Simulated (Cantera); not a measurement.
Carbothermic reduction: SiO2 + CH4 + N2

A closed system holds: 1 mol SiO2, 1 mol CH4, 8.5 mol N2, held at 0.940 bar.

Cantera equilibrium calculation (NASA polynomials, part measured and part estimated; ideal gas, pure solids and liquids). Candidate condensed phases: C, C6H6, C7H8, C8H18, H2O, Si, SiC, SiO2, Si2N2O, Si3N4; 151 gas species. Mutual solubility and eutectic melting of coexisting phases are not modelled. The tables hold silica as quartz up to 1696 K and as liquid above; real silica turns to tridymite and cristobalite and melts near 1996 K. The numbers say what is thermodynamically allowed, not how fast it happens.

```tsv
T (K)	x N2	x H2	x CO	x SiO	x H	n SiO2(l)	n Si2N2O(s)
1998	0.696	0.166	0.0830	0.0543	0.000673	0.114	0.116
2073	0.680	0.159	0.0799	0.0799	0.00108	0	0
2148	0.679	0.159	0.0799	0.0799	0.00171	0	0
2223	0.679	0.158	0.0798	0.0799	0.00263	0	0
2298	0.679	0.158	0.0798	0.0798	0.00392	0	0
2373	0.678	0.157	0.0797	0.0797	0.00570	0	0
2448	0.677	0.155	0.0796	0.0796	0.00809	0	0
2523	0.676	0.153	0.0795	0.0794	0.0112	0	0
2598	0.675	0.151	0.0793	0.0792	0.0153	0	0
```
x: gas mole fraction; n: condensed amount in mol.

At 1998 K the condensed part is SiO2(l) + Si2N2O(s). From 2073 K to 2598 K nothing is condensed. The main Si-bearing gas is SiO throughout.
